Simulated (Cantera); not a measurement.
A Cantera script and what it prints.

```python
import numpy as np
import cantera as ct

gas_names = """
    CL CL2 H HCL H2 N NH NH2 NH3 N2 N2H2 N2H4 Si SiCL SiCL2 SiCL3 SiCL4 SiH SiHCL3 SiH2 SiH2CL2 SiH3
    SiH3CL SiH4 SiN Si2 Si2N Si3
""".split()
cond_names = """
    NH4CL(a) NH4CL(b) Si(cr) Si(L) Si3N4(a)
""".split()


# ... load() reads the species with a 1 bar reference pressure and builds the phases ...
atoms = {
    'SiHCl3': {'Si': 1, 'H': 1, 'CL': 3},
    'N2': {'N': 2},
}
top_T = {'Si3N4(a)': 2400}  # K; cautious upper limits of use, not melting points


# ... equilibrate(T, P, feed) seeds the gas with the atoms and calls Mixture.equilibrate('TP', solver="vcs", rtol=1e-11, max_steps=5000) ...
results = []
feed = {'SiHCl3': 1, 'N2': 28}  # mol
P = 67  # Pa
for T in [773, 848, 923, 998, 1073, 1148, 1223, 1298, 1373, 1448, 1523, 1598]:
    mix = equilibrate(T, P, feed)
    results.append((T, P, feed, dict(zip(mix.species_names, mix.species_moles))))
    x = sorted(zip(gas.X, gas.species_names), reverse=True)
    print(f"T = {T:g} K  P = {P:g} Pa  gas = {mix.phase_moles(0):.4g} mol")
    print("   x: " + "  ".join(f"{s} {v:.3e}" for v, s in x if v > 0.001))
    print("   condensed (mol): " + ("  ".join(f"{mix.phase(i).name} {mix.phase_moles(i):.4g}"
          for i in range(1, mix.n_phases) if mix.phase_moles(i) > 1e-12) or "none"))
```

Output:

```
T = 773 K  P = 67 Pa  gas = 29.16 mol
   x: N2 9.496e-01  HCL 3.018e-02  SiCL4 1.818e-02  H2 2.056e-03
   condensed (mol): Si3N4(a) 0.1567
T = 848 K  P = 67 Pa  gas = 29.16 mol
   x: N2 9.494e-01  HCL 3.090e-02  SiCL4 1.799e-02  H2 1.697e-03
   condensed (mol): Si3N4(a) 0.1584
T = 923 K  P = 67 Pa  gas = 29.16 mol
   x: N2 9.493e-01  HCL 3.141e-02  SiCL4 1.785e-02  H2 1.442e-03
   condensed (mol): Si3N4(a) 0.1596
T = 998 K  P = 67 Pa  gas = 29.16 mol
   x: N2 9.492e-01  HCL 3.177e-02  SiCL4 1.770e-02  H2 1.257e-03
   condensed (mol): Si3N4(a) 0.1603
T = 1073 K  P = 67 Pa  gas = 29.17 mol
   x: N2 9.490e-01  HCL 3.203e-02  SiCL4 1.737e-02  H2 1.123e-03
   condensed (mol): Si3N4(a) 0.1597
T = 1148 K  P = 67 Pa  gas = 29.2 mol
   x: N2 9.484e-01  HCL 3.216e-02  SiCL4 1.633e-02  SiCL3 1.152e-03  H2 1.037e-03
   condensed (mol): Si3N4(a) 0.1544
T = 1223 K  P = 67 Pa  gas = 29.31 mol
   x: N2 9.462e-01  HCL 3.202e-02  SiCL4 1.303e-02  SiCL2 4.843e-03  SiCL3 2.814e-03  H2 1.038e-03
   condensed (mol): Si3N4(a) 0.131
T = 1298 K  P = 67 Pa  gas = 29.62 mol
   x: N2 9.408e-01  HCL 3.115e-02  SiCL2 1.637e-02  SiCL4 6.235e-03  SiCL3 4.133e-03  H2 1.301e-03
   condensed (mol): Si3N4(a) 0.06925
T = 1373 K  P = 67 Pa  gas = 29.92 mol
   x: N2 9.357e-01  SiCL2 2.924e-02  HCL 2.873e-02  SiCL3 2.742e-03  H2 2.342e-03  SiCL4 1.189e-03
   condensed (mol): Si3N4(a) 0.002452
T = 1448 K  P = 67 Pa  gas = 29.96 mol
   x: N2 9.347e-01  SiCL2 3.079e-02  HCL 3.006e-02  SiCL3 2.077e-03  H2 1.652e-03
   condensed (mol): none
T = 1523 K  P = 67 Pa  gas = 29.98 mol
   x: N2 9.339e-01  SiCL2 3.161e-02  HCL 3.078e-02  SiCL3 1.521e-03  H2 1.270e-03
   condensed (mol): none
T = 1598 K  P = 67 Pa  gas = 30.01 mol
   x: N2 9.332e-01  SiCL2 3.223e-02  HCL 3.077e-02  CL 1.419e-03  H2 1.245e-03  SiCL3 1.004e-03
   condensed (mol): none
```

Cantera equilibrium calculation (NASA polynomials, part measured and part estimated; ideal gas, pure solids and liquids). N2 is the only nitrogen source here; it is nearly inert below about 1500 K, so the nitride shown seldom forms there in practice. The tables' values for SiCl3, SiCl are old estimates; treat these amounts as uncertain.
